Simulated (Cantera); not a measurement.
Feed: 1 mol FeCl2, 1.5 mol H2, 0.51 mol N2, held at 1.50 mbar.

Equilibrium computed with Cantera from the NASA thermochemical tables; the gas is ideal and each condensed phase is pure. Candidate condensed phases: Fe, FeCl2, FeCl3, NH4Cl; 18 gas species. The numbers say what is thermodynamically allowed, not how fast it happens.

Q: Which condensed phases are stable at each of these points (T (K)): 1025, 1125, 1225, 1325, 1425, 1525, 1625?

A: 
```
T (K)  condensed phases  Fe condensed (%)
-----  ----------------  ----------------
1025              Fe(α)              63.3
1125              Fe(α)              57.6
1225              Fe(γ)              53.1
1325              Fe(γ)              49.4
1425              Fe(γ)              46.3
1525              Fe(γ)              43.7
1625              Fe(γ)              41.2
```

From 1025 K to 1125 K the condensed part is Fe(α). From 1225 K to 1625 K the condensed part is Fe(γ).
